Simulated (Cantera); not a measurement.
Input: 1 mol Cu, 0.12 mol CO, 90 mol H2, 0.00017 mol H2O, equilibrated at 190 Pa.

Cantera equilibrium calculation (NASA polynomials, part measured and part estimated; ideal gas, pure solids and liquids). Candidate condensed phases: C, C6H6, C7H8, C8H18, Cu, CuO, Cu(OH)2, Cu2O, H2O; 113 gas species. Kinetics and transport are ignored.

**Question.** At 1600 K, list the 4 most abundant gas species with their mole fractions, and the condensed phases.

**Answer.** H2 0.986, Cu 0.0110, CO 0.00132, H 0.00124. Condensed: gas only.
